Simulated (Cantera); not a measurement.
An isothermal, constant-pressure homogeneous reactor starts with 5.00 % C2H4, 95.0 % H2, at 1250 K and 100000 Pa.

Cantera simulation using GRI-Mech 3.0 (53 species, 325 reactions); the numbers are that mechanism's predictions, not measurements. GRI-Mech 3.0 was tuned for natural gas; its chemistry of ethylene as a main component is partial and can be far from experiment. GRI-Mech 3.0 stops at C3 and has no aromatics, soot or wall deposition, so with more carbon than oxygen in the feed, carbon stays in small species such as C2H2 where larger ones or solid carbon would form.

One state of this run: x C2H4 = 0.000166; x H2 = 0.895; x C2H2 = 3.27e-5; x CH2 = <1e-12; x C2H6 = 1.27e-5. x: mole fraction; the columns are a selection and need not sum to one.

**Question.** Which value of t (s) does it belong to?
A) 200
B) 0.280
C) 4.68
D) 12.0

**Answer.** A, 200
